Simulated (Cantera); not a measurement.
Input: 1 mol SO₂, 9.1 mol H₂, 0.28 mol H₂O, held at 13.3 mbar.

Equilibrium computed with Cantera from the NASA thermochemical tables; the gas is ideal and each condensed phase is pure. Candidate condensed phases: H₂O, H₂SO₄, S; 19 gas species. Kinetics and transport are ignored. All values below are at 1648 K.

Base state: H₂ 0.700, H₂O 0.231, S₂ 0.0339, H₂S 0.0282, SH 0.00426, SO₂ 0.00102, SO 0.000828, H 0.000645 (mole fractions); condensed: gas only.

Q: What changes in the equilibrium state with this change: pressure from 13.3 mbar to 0.133 bar?

A: 
| species | before | after |
|---|---|---|
| H₂ | 0.700 | 0.677 |
| H₂O | 0.231 | 0.237 |
| H₂S | 0.0282 | 0.0636 |
| S₂ | 0.0339 | 0.0185 |
| S | 0.000310 | 7.25e-5 |
| SO | 0.000828 | 0.000206 |
| SO₂ | 0.00102 | 0.000268 |
| H | 0.000645 | 0.000201 |
